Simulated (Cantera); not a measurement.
An adiabatic, constant-pressure homogeneous reactor starts with H2 : O2 : N2 : H2O = 1 : 0.263 : 1.95 : 0.14 (molar parts), at 1550 K and 9.87 atm. Integrator tolerance rtol = 1e-08.

Cantera simulation using GRI-Mech 3.0 (53 species, 325 reactions); the numbers are that mechanism's predictions, not measurements. The hydrogen kinetics of GRI-Mech 3.0 are dated; newer H2 mechanisms differ, most at raised pressure.

```
quantity                                                              before                                      after
---------------------------------  -----------------------------------------  -----------------------------------------
time of steepest temperature rise                                    2.08 µs                                    9.90 µs
temperature at 0.100 s                                                2595 K                                     2409 K
equilibrium temperature                                               2595 K                                     2409 K
x(H2) at 0.100 s                         0.152 (gas-phase equilibrium 0.152)        0.152 (gas-phase equilibrium 0.152)
x(O2) at 0.100 s                     1.72e-5 (gas-phase equilibrium 1.72e-5)    2.84e-6 (gas-phase equilibrium 2.84e-6)
x(H2O) at 0.100 s                        0.213 (gas-phase equilibrium 0.213)        0.215 (gas-phase equilibrium 0.215)
x(NO2) at 0.100 s                    5.07e-9 (gas-phase equilibrium 5.07e-9)  7.34e-10 (gas-phase equilibrium 7.34e-10)
x(N2O) at 0.100 s                    3.45e-8 (gas-phase equilibrium 3.45e-8)    1.01e-8 (gas-phase equilibrium 1.01e-8)
x(NO) at 0.100 s                   0.000219 (gas-phase equilibrium 0.000219)    6.44e-5 (gas-phase equilibrium 6.44e-5)
```

What was changed between the two runs?
A) initial temperature 1550 to 1323 K
B) H2 1 to 1.7 parts
C) H2 1 to 2.5 parts
D) N2 1.95 to 1.1 parts

A, initial temperature 1550 to 1323 K
